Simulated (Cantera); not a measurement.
Feed: 1 mol SiCl₄, 2.8 mol Cl₂, 1.8 mol H₂, 2.3 mol HCl, at 1 atm.

Equilibrium computed with Cantera from the NASA thermochemical tables; the gas is ideal and each condensed phase is pure. Candidate condensed phases: Si; 19 gas species. Kinetics and transport are ignored. All values below are at 1025 K.

Base state: HCl 0.747, SiCl₄ 0.127, Cl₂ 0.126, Cl 0.000198 (mole fractions); condensed: gas only.

**Question.** What changes in the equilibrium state with this change: 0.065 mol NH₃ added?

**Answer.** 
```json
[
 {"species": "HCl", "before": "0.747", "after": "0.759"},
 {"species": "SiCl₄", "before": "0.127", "after": "0.125"},
 {"species": "Cl₂", "before": "0.126", "after": "0.112"},
 {"species": "N₂", "before": "0", "after": "0.00405"},
 {"species": "Cl", "before": "0.000198", "after": "0.000186"}
]
```
Further candidate phases: NH₄Cl, Si₃N₄.
